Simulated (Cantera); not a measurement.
**Ignition delay**

Mixture: 16.2 % CO, 7.13 % H₂, 8.97 % O₂, 61.9 % N₂, 5.83 % H₂O, at 4.93 atm, adiabatic and at constant volume. Ignition delay is the time to a rise of 400 K.

Model: GRI-Mech 3.0 (53 species, 325 reactions), integrated in Cantera. The hydrogen kinetics of GRI-Mech 3.0 are dated; newer H2 mechanisms differ, most at raised pressure.

```tsv
T0 (K)	delay (ms)
1023	3.72
1073	1.08
1123	0.303
1173	0.0898
1223	0.0376
1273	0.0216
```

```
Quantity                                                Result
--------------------------------------------------  ----------
apparent activation energy between 1173 and 1273 K  180 kJ/mol
```
